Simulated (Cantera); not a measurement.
Counterflow diffusion flame

A counterflow diffusion flame at 1500 Torr, nozzles 20 mm apart: fuel side H₂ = 1 (molar parts) at 473 K, oxidiser side O₂ : N₂ = 0.25 : 0.75 (molar parts) at 750 K, fuel mass flux 0.37 times the oxidiser's; mixture-averaged transport, no radiation.

Model: the H2/O2 subset of GRI-Mech 3.0, which has no nitrogen chemistry, integrated in Cantera. The maximum strain rate includes the flame's own expansion and is several times the mean.

| oxidiser flux (kg/m²/s) | max strain (1/s) | mean strain (1/s) | T max (K) | peak x OH | peak x H | peak x H₂O | peak x HO₂ |
|---|---|---|---|---|---|---|---|
| 1.2 | 1030 | 281 | 2811 | 0.0313 | 0.0196 | 0.306 | 2.58e-5 |
| 1.8 | 1520 | 422 | 2791 | 0.0313 | 0.0203 | 0.305 | 3.68e-5 |
| 2.6 | 2170 | 609 | 2767 | 0.0316 | 0.0215 | 0.303 | 4.91e-5 |
| 3.7 | 3070 | 866 | 2735 | 0.0318 | 0.0230 | 0.301 | 6.31e-5 |
| 5.4 | 4460 | 1260 | 2687 | 0.0318 | 0.0252 | 0.298 | 8.08e-5 |
| 7.9 | 6500 | 1850 | 2630 | 0.0321 | 0.0280 | 0.295 | 0.000102 |
| 12 | 9830 | 2810 | 2557 | 0.0320 | 0.0320 | 0.291 | 0.000128 |
| 17 | 13900 | 3980 | 2485 | 0.0315 | 0.0357 | 0.287 | 0.000152 |
| 25 | 20400 | 5850 | 2394 | 0.0304 | 0.0398 | 0.283 | 0.000179 |
x: mole fraction; the columns are a selection and need not sum to one.
